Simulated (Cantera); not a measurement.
Input (Python, Cantera) and output of one run.

```python
import numpy as np
import cantera as ct

gas_names = [...]  # 113 gases of nasa_gas.yaml made of C, Cu, H, O
cond_names = """
    C(gr) C6H6(L) C7H8(L) C8H18(L),n-octa Cu(cr) Cu(L) CuO(s) CuO2H2(s) Cu2O(s) Cu2O(L) H2O(s) H2O(L)
""".split()


# ... load() reads the species with a 1 bar reference pressure and builds the phases ...
atoms = {
    'Cu2O': {'Cu': 2, 'O': 1},
    'CH4': {'C': 1, 'H': 4},
    'CO': {'C': 1, 'O': 1},
}
top_T = {'C(gr)': 4500, 'CuO(s)': 1390}  # K; cautious upper limits of use, not melting points


# ... equilibrate(T, P, feed) seeds the gas with the atoms and calls Mixture.equilibrate('TP', solver="vcs", rtol=1e-11, max_steps=5000) ...
results = []
feed = {'Cu2O': 1, 'CH4': 5.6, 'CO': 0.072}  # mol
T = 1325  # K
P = 61000  # Pa
mix = equilibrate(T, P, feed)
results.append((T, P, feed, dict(zip(mix.species_names, mix.species_moles))))
x = sorted(zip(gas.X, gas.species_names), reverse=True)
print(f"T = {T:g} K  P = {P:g} Pa  gas = {mix.phase_moles(0):.4g} mol")
print("   x: " + "  ".join(f"{s} {v:.3e}" for v, s in x if v > 0.001))
print("   condensed (mol): " + ("  ".join(f"{mix.phase(i).name} {mix.phase_moles(i):.4g}"
      for i in range(1, mix.n_phases) if mix.phase_moles(i) > 1e-12) or "none"))
```

It prints:

```
T = 1325 K  P = 61000 Pa  gas = 12.23 mol
   x: H2 9.089e-01  CO 8.730e-02  CH4 3.383e-03
   condensed (mol): C(gr) 4.563  Cu(cr) 2
```

Method: chemical equilibrium by Gibbs-energy minimisation in Cantera with the NASA 1993 tables (ideal gas, pure condensed phases).
